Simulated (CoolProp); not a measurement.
A simple Rankine cycle with ethanol: condensing at 290.15 K, boiler at 0.207 MPa, turbine inlet 520.9 K, turbine efficiency 0.85, pump efficiency 0.7, no recuperator. Each further row changes one setting.

Computed with CoolProp (reference Helmholtz-energy equation of state, Schroeder 2014).

| case | thermal efficiency (%) | net work (kJ/kg) | heat in (kJ/kg) | turbine exit temperature (K) | volume ratio over the turbine |
|---|---|---|---|---|---|
| as stated | 18.8 | 251 | 1340 | 389.0 | 31.8 |
| turbine inlet 540.9 K | 19.0 | 263 | 1380 | 407.6 | 32.1 |
| condensing temperature 282.15 K | 20.6 | 279 | 1350 | 372.8 | 50.7 |
| boiler pressure 0.145 MPa | 17.3 | 232 | 1340 | 401.0 | 22.9 |
| turbine efficiency 0.75 | 16.6 | 222 | 1340 | 405.8 | 33.2 |
